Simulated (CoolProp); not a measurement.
CH2F2 (R32) along the isotherm 161.85 °C: fugacity coefficient from the reference equation and from simpler models built on Tc = 78.1 °C, pc = 5783 kPa, ω = 0.277; each cubic takes its own stable root.

Values from CoolProp's reference Helmholtz-energy equation of state, Tillner-Roth 1997.

```
p (kPa)          phase  reference  Redlich-Kwong  Peng-Robinson
-------  -------------  ---------  -------------  -------------
91.4               gas     0.9972         0.9971         0.9971
163                gas     0.9950         0.9949         0.9948
289                gas     0.9912         0.9910         0.9908
514                gas     0.9843         0.9840         0.9837
914                gas     0.9722         0.9717         0.9712
1630               gas     0.9509         0.9500         0.9492
2890               gas     0.9142         0.9126         0.9118
5140               gas     0.8515         0.8484         0.8492
9140     supercritical     0.7494         0.7434         0.7511
16300    supercritical     0.6044         0.6016         0.6229
28900    supercritical     0.4747         0.4943         0.5167
```
